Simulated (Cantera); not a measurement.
An isothermal, constant-pressure homogeneous reactor starts with CH₄ : N₂ = 1 : 20 (molar parts), at 1700 K and 1.88 Torr. Integrator tolerance rtol = 1e-08.

Computed with Cantera and GRI-Mech 3.0 (53 species, 325 reactions). GRI-Mech 3.0 stops at C3 and has no aromatics, soot or wall deposition, so with more carbon than oxygen in the feed, carbon stays in small species such as C2H2 where larger ones or solid carbon would form. Radical loss at walls, strong at low pressure, is not modelled.

### Question
What does this change do: CH4 1 to 7.2 parts?

### Answer
```tsv
quantity	before	after
x(CH₄) at 30.0 s	0.000146 (gas-phase equilibrium 3.74e-7)	0.000276 (gas-phase equilibrium 1.30e-5)
x(H) at 30.0 s	0.000441 (gas-phase equilibrium 0.000773)	0.00159 (gas-phase equilibrium 0.00166)
x(HCN) at 30.0 s	2.50e-5 (gas-phase equilibrium 0.0365)	1.89e-5 (gas-phase equilibrium 0.0988)
x(C₂H) at 30.0 s	8.22e-7 (gas-phase equilibrium 2.85e-7)	2.97e-6 (gas-phase equilibrium 1.63e-6)
x(C₂H₄) at 30.0 s	3.42e-7 (gas-phase equilibrium 3.67e-8)	4.07e-6 (gas-phase equilibrium 2.08e-6)
```

### Question
What does this change do: 1.4 parts H2O added?

### Answer
```csv
quantity,before,after
x(CH₄) at 30.0 s,0.000146 (gas-phase equilibrium 3.74e-7),0.00134 (gas-phase equilibrium <1e-12)
x(H) at 30.0 s,0.000441 (gas-phase equilibrium 0.000773),0.000319 (gas-phase equilibrium 0.00104)
x(HCN) at 30.0 s,2.50e-5 (gas-phase equilibrium 0.0365),2.81e-5 (gas-phase equilibrium 6.13e-10)
x(C₂H) at 30.0 s,8.22e-7 (gas-phase equilibrium 2.85e-7),2.47e-7 (gas-phase equilibrium <1e-12)
x(C₂H₄) at 30.0 s,3.42e-7 (gas-phase equilibrium 3.67e-8),4.42e-6 (gas-phase equilibrium <1e-12)
```
